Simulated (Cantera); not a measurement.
A freely propagating, adiabatic, planar premixed flame of H2 : O2 : N2 = 1 : 0.185 : 0.696 (molar parts), equivalence ratio 2.7, unburnt at 625 K and 480 Torr; mixture-averaged transport, grid criteria slope 0.08 and curve 0.16, no radiation.

Computed with Cantera and the H2/O2 subset of GRI-Mech 3.0, which has no nitrogen chemistry. Burning velocities carry a grid error of a few per cent, more on coarse grids.

Predict: laminar burning velocity; thermal thickness; peak x(H); peak x(HO2); peak x(OH); peak x(O).


| Item | Value |
|---|---|
| laminar burning velocity | 853 cm/s |
| thermal thickness | 0.868 mm |
| peak x(H) | 0.0921 |
| peak x(HO2) | 0.000142 |
| peak x(OH) | 0.00216 |
| peak x(O) | 0.00253 |
